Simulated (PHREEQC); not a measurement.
Solution (25 °C): 1.3 mol MgCl2 and 0.08 mol K2SO4 per kg of water. It is in equilibrium with CO2 at log p = 0 (atm). Otherwise closed; pH follows from the charge balance.

The numbers come from PHREEQC with the Pitzer model, pitzer.dat.

No solid was allowed to form.

Estimate the pH, osmotic coefficient.

pH 3.56; osmotic coefficient 1.200.

Species that the database lacks are ignored. In brines, pH and single-ion activities rest on the MacInnes convention.
